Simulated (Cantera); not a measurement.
Cantera run, input and output.

```python
import numpy as np
import cantera as ct

gas = ct.Solution("gri30.yaml")
gas.TPX = 1275, 1333, {'N2O': 1}
inlet = ct.Reservoir(gas, clone=True)

reactor = ct.IdealGasConstPressureReactor(gas, energy="off", clone=False)
exhaust = ct.Reservoir(gas, clone=True)
tau = [1.3, 0.59, 0.28, 0.13, 0.064, 0.03, 0.014, 0.0068, 0.0032, 0.0015, 0.00073][0]
for a, b in ((inlet, reactor), (reactor, exhaust)):
    ct.MassFlowController(a, b, mdot=lambda t: reactor.mass / tau)
net = ct.ReactorNet([reactor])
show = ['N2O', 'NO', 'O', 'N2', 'NO2']

rows = []
print(f"{'tau/s':>10s}{'T/K':>9s}" + "".join(f"{s:>11s}" for s in show))
for tau in [1.3, 0.59, 0.28, 0.13, 0.064, 0.03, 0.014, 0.0068, 0.0032, 0.0015, 0.00073]:
    net.initial_time = 0.0
    net.advance(30 * tau)
    before = gas.X
    net.advance(40 * tau)
    drift = np.max(np.abs(gas.X - before) / (gas.X + 1e-9))
    rows.append([gas.T, *gas[show].X, drift])
    print(f"{tau:10.3e}{gas.T:9.1f}" + "".join(f"{x:11.3e}" for x in gas[show].X))
```

It prints:

```
     tau/s      T/K        N2O         NO          O         N2        NO2
 1.300e+00   1275.0  9.425e-01  5.257e-03  5.467e-06  3.573e-02  5.754e-07
 5.900e-01   1275.0  9.730e-01  2.463e-03  5.466e-06  1.674e-02  2.087e-07
 2.800e-01   1275.0  9.870e-01  1.185e-03  5.463e-06  8.056e-03  7.043e-08
 1.300e-01   1275.0  9.939e-01  5.532e-04  5.455e-06  3.764e-03  1.999e-08
 6.400e-02   1275.0  9.970e-01  2.725e-04  5.440e-06  1.856e-03  5.609e-09
 3.000e-02   1275.0  9.986e-01  1.271e-04  5.407e-06  8.692e-04  1.330e-09
 1.400e-02   1275.0  9.993e-01  5.860e-05  5.337e-06  4.035e-04  2.951e-10
 6.800e-03   1275.0  9.997e-01  2.776e-05  5.203e-06  1.938e-04  6.754e-11
 3.200e-03   1275.0  9.999e-01  1.238e-05  4.932e-06  8.907e-05  1.358e-11
 1.500e-03   1275.0  9.999e-01  5.223e-06  4.437e-06  3.992e-05  2.427e-12
 7.300e-04   1275.0  1.000e+00  2.120e-06  3.699e-06  1.810e-05  4.005e-13
```

Detailed kinetics in Cantera: GRI-Mech 3.0 (53 species, 325 reactions). GRI-Mech 3.0 was tuned for natural gas; its chemistry of N2O as a main component is partial and can be far from experiment. Radical loss at walls, strong at low pressure, is not modelled. The mechanism lacks the step 2 NO + O2 → 2 NO2, which can matter for NO2 below about 1400 K. The temperature is held fixed by assumption; the heat of reaction is taken as removed at once.
